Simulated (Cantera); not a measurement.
## Transport properties of process gases

Gas mixture: 100 % NO, at 21.8 Torr, frozen composition.

Cantera's kinetic-theory transport with the Lennard-Jones parameters of GRI-Mech 3.0, ideal gas; thermal conductivity in the multicomponent form. The composition is frozen, though it would react at the higher temperatures.

```tsv
T (K)	ρ (kg/m³)	cp (J/kg/K)	μ (µPa s)	λ (mW/m/K)	Pr	D (cm²/s) H2O	D (cm²/s) CH4	D (cm²/s) CH3
400	0.0262	998.6	23.1	32.5	0.711	13.7	12.9	12.9
550	0.0190	1028	28.9	41.9	0.709	24.8	22.3	22.5
700	0.0150	1067	34.0	51.2	0.708	38.3	33.7	33.9
850	0.0123	1104	38.6	60.2	0.708	54.1	46.7	47.0
1000	0.0105	1133	42.9	68.8	0.707	71.8	61.4	61.7
1150	0.00910	1153	47.0	76.7	0.707	91.5	77.5	77.9
1300	0.00805	1171	50.9	84.4	0.707	113	95.1	95.6
```
D: mixture-averaged diffusion coefficient of that species in the mixture.
